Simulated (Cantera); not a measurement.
Feed: 1 mol PbO, a varied amount of H₂, 81 mol N₂, equilibrated at 850 K and 0.100 bar.

These are equilibrium values from Cantera (NASA tables, ideal gas, pure condensed phases), not measurements of a reactor. Candidate condensed phases: H₂O, Pb, PbO, PbO₂, Pb₃O₄; 27 gas species. Equilibrium is a limit: real reactors are often held back by kinetics, nucleation or transport.

Q: Which condensed phases are stable at each of these points (n(H₂) (mol)): 0.13, 0.17, 0.23, 0.29, 0.38, 0.5, 0.65, 0.84, 1.1, 1.4?

A: 
| n(H₂) (mol) | condensed phases | Pb condensed (%) |
|---|---|---|
| 0.13 | Pb(l) + PbO(yellow) | 100.0 |
| 0.17 | Pb(l) + PbO(yellow) | 100.0 |
| 0.23 | Pb(l) + PbO(yellow) | 100.0 |
| 0.29 | Pb(l) + PbO(yellow) | 100.0 |
| 0.38 | Pb(l) + PbO(yellow) | 100.0 |
| 0.5 | Pb(l) + PbO(yellow) | 100.0 |
| 0.65 | Pb(l) + PbO(yellow) | 100.0 |
| 0.84 | Pb(l) + PbO(yellow) | 100.0 |
| 1.1 | Pb(l) | 100.0 |
| 1.4 | Pb(l) | 100.0 |

From 0.13 mol H₂ to 0.84 mol H₂ the condensed part is Pb(l) + PbO(yellow). From 1.1 mol H₂ to 1.4 mol H₂ the condensed part is Pb(l).
